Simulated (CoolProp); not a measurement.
Properties of nitrogen along the isobar 0.101 MPa (Tc = 126.2 K, pc = 3.396 MPa, ω = 0.037).

Model: reference Helmholtz-energy equation of state, Span 2000, in CoolProp.

```tsv
T (K)	phase	cp (kJ/(kg K))	Prandtl number
79.1	gas	1.116	___
112.8	gas	1.061	0.780
146.6	gas	___	0.756
180.3	gas	1.045	___
214.1	gas	1.043	___
247.8	gas	1.042	___
281.6	gas	1.041	___
315.3	gas	1.041	0.715
349.1	gas	1.042	0.711
382.8	gas	1.044	0.709
```

What belongs in the gaps?


- 79.1, Prandtl number: 0.844
- 146.6, cp (kJ/(kg K)): 1.049
- 180.3, Prandtl number: 0.743
- 214.1, Prandtl number: 0.733
- 247.8, Prandtl number: 0.726
- 281.6, Prandtl number: 0.720

Viscosity comes from a separate model (Lemmon 2004). Thermal conductivity comes from a separate model (Lemmon 2004).
